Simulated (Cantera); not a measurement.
Premixed flame

A freely propagating, adiabatic, planar premixed flame of H₂ : O₂ : N₂ : H₂O = 1 : 0.417 : 1.54 : 0.072 (molar parts), equivalence ratio 1.2, unburnt at 648 K and 0.138 atm; mixture-averaged transport, grid criteria slope 0.08 and curve 0.16, no radiation.

Detailed kinetics in Cantera: the H2/O2 subset of GRI-Mech 3.0, which has no nitrogen chemistry. Burning velocities carry a grid error of a few per cent, more on coarse grids.

```json
[
 {"z (mm)": "-18.9", "T (K)": "648", "u (m/s)": "7.62", "x H₂": "0.330", "x O₂": "0.138", "x H": "<1e-8", "x O": "<1e-8", "x H₂O": "0.0238", "x H₂O₂": "<1e-8"},
 {"z (mm)": "-12.6", "T (K)": "648", "u (m/s)": "7.62", "x H₂": "0.330", "x O₂": "0.138", "x H": "<1e-8", "x O": "<1e-8", "x H₂O": "0.0238", "x H₂O₂": "<1e-8"},
 {"z (mm)": "-9.43", "T (K)": "648", "u (m/s)": "7.62", "x H₂": "0.330", "x O₂": "0.138", "x H": "<1e-8", "x O": "<1e-8", "x H₂O": "0.0238", "x H₂O₂": "<1e-8"},
 {"z (mm)": "-6.28", "T (K)": "648", "u (m/s)": "7.62", "x H₂": "0.330", "x O₂": "0.138", "x H": "1.87e-7", "x O": "<1e-8", "x H₂O": "0.0238", "x H₂O₂": "<1e-8"},
 {"z (mm)": "-3.14", "T (K)": "653", "u (m/s)": "7.66", "x H₂": "0.329", "x O₂": "0.138", "x H": "0.000298", "x O": "6.66e-6", "x H₂O": "0.0241", "x H₂O₂": "2.55e-7"},
 {"z (mm)": "-1.57", "T (K)": "753", "u (m/s)": "8.77", "x H₂": "0.310", "x O₂": "0.134", "x H": "0.00876", "x O": "0.000284", "x H₂O": "0.0339", "x H₂O₂": "4.61e-7"},
 {"z (mm)": "0", "T (K)": "1130", "u (m/s)": "12.8", "x H₂": "0.166", "x O₂": "0.0837", "x H": "0.0763", "x O": "0.00758", "x H₂O": "0.138", "x H₂O₂": "6.74e-7"},
 {"z (mm)": "1.57", "T (K)": "1397", "u (m/s)": "15.6", "x H₂": "0.0706", "x O₂": "0.0279", "x H": "0.107", "x O": "0.0131", "x H₂O": "0.238", "x H₂O₂": "7.72e-7"},
 {"z (mm)": "3.14", "T (K)": "1509", "u (m/s)": "16.7", "x H₂": "0.0683", "x O₂": "0.0226", "x H": "0.0981", "x O": "0.0132", "x H₂O": "0.249", "x H₂O₂": "6.15e-7"},
 {"z (mm)": "6.28", "T (K)": "1644", "u (m/s)": "18.1", "x H₂": "0.0721", "x O₂": "0.0200", "x H": "0.0835", "x O": "0.0124", "x H₂O": "0.255", "x H₂O₂": "3.84e-7"},
 {"z (mm)": "12.6", "T (K)": "1797", "u (m/s)": "19.5", "x H₂": "0.0750", "x O₂": "0.0170", "x H": "0.0676", "x O": "0.0109", "x H₂O": "0.264", "x H₂O₂": "2.05e-7"},
 {"z (mm)": "25.1", "T (K)": "1958", "u (m/s)": "21.0", "x H₂": "0.0760", "x O₂": "0.0138", "x H": "0.0522", "x O": "0.00880", "x H₂O": "0.275", "x H₂O₂": "1.07e-7"},
 {"z (mm)": "50.3", "T (K)": "2117", "u (m/s)": "22.4", "x H₂": "0.0752", "x O₂": "0.0105", "x H": "0.0382", "x O": "0.00644", "x H₂O": "0.287", "x H₂O₂": "6.19e-8"}
]
```
x: mole fraction of selected species; z is measured from the peak of heat release.

laminar burning velocity: 762 cm/s
thermal thickness: 6.28 mm
peak x(H): 0.108
peak x(O): 0.0133
peak x(H₂O₂): 8.23e-7
grid points: 141
